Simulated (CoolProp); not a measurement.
Values from CoolProp's reference Helmholtz-energy equation of state, Akasaka 2020.

For R1123, give the phase and the cv (kJ/(kg K)) at 349.9 K and 0.036 MPa; 349.9 K and 1.67 MPa.


- 349.9 K and 0.036 MPa: gas; cv 0.825
- 349.9 K and 1.67 MPa: gas; cv 0.852
